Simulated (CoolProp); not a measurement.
A single-stage vapour-compression cycle with the fluid: evaporating at 263.15 K (dew point), condensing at 299.15 K (bubble point), superheat 5 K, subcooling 2 K, compressor efficiency 0.65, no pressure losses. The same conditions are run with several fluids, on thermodynamics alone (safety and materials aside).

Values from CoolProp's reference Helmholtz-energy equation of state of each fluid (n-perfluoropentane: Gao 2022; CH2F2 (R32): Tillner-Roth 1997; R410A: Lemmon 2003; R245ca: Zhou 2016; sulfur hexafluoride: Guder 2009; fluoroethane (R161): Wu 2012). Blends and air are pseudo-pure fits.

```json
[
 {"fluid": "n-perfluoropentane", "cooling COP": "?", "pressure ratio": "?", "discharge temperature (K)": "299.2", "refrigerating effect (kJ/kg)": "70.7", "volumetric capacity (kJ/m³)": "170"},
 {"fluid": "CH2F2 (R32)", "cooling COP": "3.93", "pressure ratio": "?", "discharge temperature (K)": "356.4", "refrigerating effect (kJ/kg)": "275", "volumetric capacity (kJ/m³)": "4230"},
 {"fluid": "R410A", "cooling COP": "?", "pressure ratio": "2.97", "discharge temperature (K)": "336.0", "refrigerating effect (kJ/kg)": "185", "volumetric capacity (kJ/m³)": "3930"},
 {"fluid": "R245ca", "cooling COP": "4.22", "pressure ratio": "5.05", "discharge temperature (K)": "318.9", "refrigerating effect (kJ/kg)": "182", "volumetric capacity (kJ/m³)": "228"},
 {"fluid": "sulfur hexafluoride", "cooling COP": "3.25", "pressure ratio": "2.57", "discharge temperature (K)": "310.8", "refrigerating effect (kJ/kg)": "57.6", "volumetric capacity (kJ/m³)": "4290"},
 {"fluid": "fluoroethane (R161)", "cooling COP": "4.10", "pressure ratio": "3.07", "discharge temperature (K)": "338.7", "refrigerating effect (kJ/kg)": "325", "volumetric capacity (kJ/m³)": "2330"}
]
```

Q: Some entries are withheld; supply them.

A: 
- n-perfluoropentane, cooling COP: 3.82
- n-perfluoropentane, pressure ratio: 4.89
- CH2F2 (R32), pressure ratio: 2.98
- R410A, cooling COP: 3.88

The compression ends wet for: n-perfluoropentane.
